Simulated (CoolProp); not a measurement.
Vapour-liquid equilibrium of sulfur dioxide (1) + toluene (2) at 85.75 °C; x and y are mole fractions of (1).

Model: multi-fluid Helmholtz-energy mixture model, Gao 2016 and Lemmon 2006; pair parameters Bell 2016, in CoolProp.

Q: Give the bubble pressure and the first vapour's composition at x = 0.275, 0.575, 0.8. Is there an azeotrope?

A: x = 0.275: 5.065 bar, y = 0.924; x = 0.575: 11.19 bar, y = 0.976; x = 0.8: 15.85 bar, y = 0.990. No azeotrope shows between x = 0.05 and 0.95.

Pair parameters are fitted to limited data, so mixtures are less certain than the pure fluids.
